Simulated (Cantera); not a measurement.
What does this Cantera script print?

```python
import numpy as np
import cantera as ct

gas = ct.Solution("gri30.yaml")
gas.TPX = 1725, 2666, {'C2H4': 1, 'H2': 2.3}
reactor = ct.IdealGasConstPressureReactor(gas, energy="off", clone=False)
net = ct.ReactorNet([reactor])
net.rtol, net.atol = 1e-08, 1e-18
show = ['C2H4', 'H2', 'H', 'CH4', 'CH3', 'C2H']
times = np.geomspace(0.0001, 60, 14)

steps = ct.SolutionArray(gas, extra=["t"])
rows = []
print(f"{'t/s':>10s}{'T/K':>9s}{'P/Pa':>11s}" + "".join(f"{s:>11s}" for s in show))
for t in times:
    while net.time < t:
        t_next = net.step()
        steps.append(gas.state, t=t_next)
    rows.append([np.interp(t, steps.t, y) for y in (steps.T, steps.P, *steps(*show).X.T)])
    print(f"{t:10.3e}{rows[-1][0]:9.1f}{rows[-1][1]:11.4g}" + "".join(f"{x:11.3e}" for x in rows[-1][2:]))
rate = np.gradient(steps.T, steps.t)
print("integrator steps:", len(steps.t))
if steps.T.max() > steps.T[0] + 200:
    print(f"time of steepest temperature rise: {steps.t[rate.argmax()]:.4e} s")
gas.TPX = 1725, 2666, {'C2H4': 1, 'H2': 2.3}
gas.equilibrate("TP")
print(f"equilibrium (TP): T = {gas.T:.1f} K  " + "  ".join(f"{s} {gas[s].X[0]:.3e}" for s in show))
```

Output:

```
       t/s      T/K       P/Pa       C2H4         H2          H        CH4        CH3        C2H
 1.000e-04   1725.0       2666  3.014e-01  6.973e-01  1.662e-06  2.355e-09  1.737e-09  1.861e-11
 2.783e-04   1725.0       2666  2.985e-01  6.980e-01  4.622e-06  3.094e-08  7.382e-09  1.455e-10
 7.744e-04   1725.0       2666  2.900e-01  7.000e-01  1.278e-05  3.139e-07  2.538e-08  1.145e-09
 2.155e-03   1725.0       2666  2.649e-01  7.058e-01  3.240e-05  2.684e-06  7.337e-08  8.413e-09
 5.996e-03   1725.0       2666  1.979e-01  7.214e-01  5.586e-05  1.513e-05  1.261e-07  3.919e-08
 1.669e-02   1725.0       2666  8.511e-02  7.475e-01  7.382e-05  4.266e-05  1.454e-07  1.036e-07
 4.643e-02   1725.0       2666  5.112e-03  7.660e-01  1.940e-04  6.926e-05  3.662e-07  3.632e-07
 1.292e-01   1725.0       2666  1.918e-04  7.665e-01  8.998e-04  7.569e-05  1.802e-06  1.711e-06
 3.596e-01   1725.0       2666  1.893e-04  7.664e-01  1.004e-03  1.003e-04  2.663e-06  1.909e-06
 1.001e+00   1725.0       2666  1.893e-04  7.664e-01  1.004e-03  1.697e-04  4.503e-06  1.909e-06
 2.784e+00   1725.0       2666  1.893e-04  7.662e-01  1.004e-03  3.495e-04  9.271e-06  1.908e-06
 7.748e+00   1725.0       2666  1.892e-04  7.660e-01  1.003e-03  6.891e-04  1.827e-05  1.907e-06
 2.156e+01   1725.0       2666  1.891e-04  7.659e-01  1.003e-03  8.814e-04  2.336e-05  1.906e-06
 6.000e+01   1725.0       2666  1.891e-04  7.658e-01  1.003e-03  8.886e-04  2.355e-05  1.906e-06
integrator steps: 919
equilibrium (TP): T = 1725.0 K  C2H4 1.891e-04  H2 7.658e-01  H 1.003e-03  CH4 8.886e-04  CH3 2.355e-05  C2H 1.906e-06
```

Detailed kinetics in Cantera: GRI-Mech 3.0 (53 species, 325 reactions). GRI-Mech 3.0 was tuned for natural gas; its chemistry of ethylene as a main component is partial and can be far from experiment. GRI-Mech 3.0 stops at C3 and has no aromatics, soot or wall deposition, so with more carbon than oxygen in the feed, carbon stays in small species such as C2H2 where larger ones or solid carbon would form. Radical loss at walls, strong at low pressure, is not modelled.
